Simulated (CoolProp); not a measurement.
CF4 (R14) along the isotherm 209.35 °C: density (kg/m³) from the reference equation and from simpler models built on Tc = -45.8 °C, pc = 3.762 MPa, ω = 0.178; each cubic takes its own stable root.

Computed with CoolProp (reference Helmholtz-energy equation of state, Platzer 1990). This equation is an older, rougher fit; its heat capacities, sound speeds and derivatives of the liquid may be far off and weren't checked against measurements.

```csv
p (MPa),phase,reference,van der Waals,Redlich-Kwong
4.18,supercritical,91.72,95.03,93.77
8.36,supercritical,182.7,195.0,189.7
12.5,supercritical,270.1,294.3,283.6
16.7,supercritical,353.9,388.6,374.6
20.9,supercritical,431.1,471.7,459.2
25.1,supercritical,500.8,542.1,?
29.3,supercritical,?,601.2,?
33.4,supercritical,617.4,649.9,667.9
37.6,supercritical,667.1,692.5,724.9
```

Task: Fill in the missing entries.

Result: 
- 25.1, Redlich-Kwong: 536.4
- 29.3, reference: 563.1
- 29.3, Redlich-Kwong: 606.3
